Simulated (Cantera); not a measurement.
## Thermodynamics of silicon nitride deposition, feed SiH4 + NH3 + N2

A closed system holds: 1 mol SiH4, 6.5 mol NH3, 5.9 mol N2.

These are equilibrium values from Cantera (NASA tables, ideal gas, pure condensed phases), not measurements of a reactor. Candidate condensed phases: Si, Si3N4; 18 gas species. Rates play no part.

Stable condensed phases:

```
T in °C \ P in Pa
              5     26    140    710   3700  19000 100000
   1850       A      A      A      B      B      B      B
   1750       A      A      B      B      B      B      C
   1650       A      A      B      B      B      C      C
   1550       A      B      B      B      C      C      C
   1450       B      B      B      C      C      C      C
   1350       B      B      C      C      C      C      C
   1250       B      C      C      C      C      C      C
   1150       C      C      C      C      C      C      C
   1050       C      C      C      C      C      C      C
    950       C      C      C      C      C      C      C
    850       C      C      C      C      C      C      C
```

A: gas only; B: Si; C: Si3N4.
